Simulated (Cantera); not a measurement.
An isothermal, constant-pressure homogeneous reactor starts with C2H6 : N2 = 1 : 130 (molar parts), at 1698 K and 101000 Pa.

Computed with Cantera and GRI-Mech 3.0 (53 species, 325 reactions). GRI-Mech 3.0 stops at C3 and has no aromatics, soot or wall deposition, so with more carbon than oxygen in the feed, carbon stays in small species such as C2H2 where larger ones or solid carbon would form.

Predict: x(C2H2) at 4.00 s; x(HCN) at 4.00 s; x(C2H4) at 4.00 s; x(H) at 4.00 s.


```
Item                                                  Value
-----------------  ----------------------------------------
x(C2H2) at 4.00 s  0.00749 (gas-phase equilibrium 0.000594)
x(HCN) at 4.00 s     1.34e-5 (gas-phase equilibrium 0.0138)
x(C2H4) at 4.00 s   5.58e-6 (gas-phase equilibrium 4.44e-7)
x(H) at 4.00 s      1.77e-5 (gas-phase equilibrium 1.77e-5)
```
